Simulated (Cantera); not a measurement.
Input: 1 mol Al₂O₃, 0.0039 mol C, 3.5 mol N₂, at 0.100 bar.

These are equilibrium values from Cantera (NASA tables, ideal gas, pure condensed phases), not measurements of a reactor. Candidate condensed phases: Al, AlN, Al₂O₃, C; 32 gas species. Mutual solubility and eutectic melting of coexisting phases are not modelled. Condensed phases not in the tables: aluminium oxynitride. Rates play no part.

log p: log10 of the partial pressure in bar; n: condensed amount in mol.

| T (K) | log p N₂ | log p CO | log p Al | log p Al₂O | log p AlO | log p NO | log p O | n AlN(s) | n Al₂O₃(s) | n Al₂O₃(l) |
|---|---|---|---|---|---|---|---|---|---|---|
| 1973 | -1.00 | -3.95 | -4.41 | -4.73 | -7.93 | -10.07 | -11.07 | 0.000369 | 0.998 | 0 |
| 2023 | -1.00 | -3.95 | -4.34 | -4.66 | -7.58 | -9.55 | -10.45 | 0 | 0.998 | 0 |
| 2073 | -1.00 | -3.95 | -4.34 | -4.68 | -7.27 | -9.03 | -9.83 | 0 | 0.998 | 0 |
| 2123 | -1.00 | -3.95 | -4.33 | -4.69 | -6.97 | -8.53 | -9.23 | 0 | 0.998 | 0 |
| 2173 | -1.00 | -3.95 | -4.32 | -4.71 | -6.68 | -8.05 | -8.66 | 0 | 0.998 | 0 |
| 2223 | -1.00 | -3.95 | -4.31 | -4.72 | -6.41 | -7.60 | -8.11 | 0 | 0.998 | 0 |
| 2273 | -1.00 | -3.95 | -4.31 | -4.73 | -6.15 | -7.16 | -7.59 | 0 | 0.998 | 0 |
| 2323 | -1.00 | -3.95 | -4.30 | -4.75 | ___ | ___ | ___ | 0 | 0.998 | 0 |
| 2373 | -1.00 | -3.95 | -4.29 | -4.77 | ___ | ___ | ___ | 0 | 0 | 0.998 |
| 2423 | -1.00 | -3.95 | -4.28 | -4.79 | -5.47 | -6.01 | -6.21 | 0 | 0 | 0.998 |

Fill in the missing entries.


- 2373, log p AlO: -5.68
- 2373, log p NO: -6.37
- 2373, log p O: -6.64
- 2323, log p AlO: -5.91
- 2323, log p NO: -6.74
- 2323, log p O: -7.10
